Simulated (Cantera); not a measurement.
Charge: 1 mol CH2F2, 0.68 mol CH4, held at 2752 °C.

These are equilibrium values from Cantera (NASA tables, ideal gas, pure condensed phases), not measurements of a reactor. Candidate condensed phases: C, C6H6, C7H8, C8H18; 95 gas species. The numbers say what is thermodynamically allowed, not how fast it happens.

Task: What share of the C ends up in condensed phases as a function of P (Pa), at 1, 10, 100, 1000, 10000, 100000?

Result: 
```csv
P (Pa),C condensed (%),as
1,0.0,-
10,0.0,-
100,0.0,-
1000,54.1,C(graphite)
10000,88.3,C(graphite)
100000,89.7,C(graphite)
```
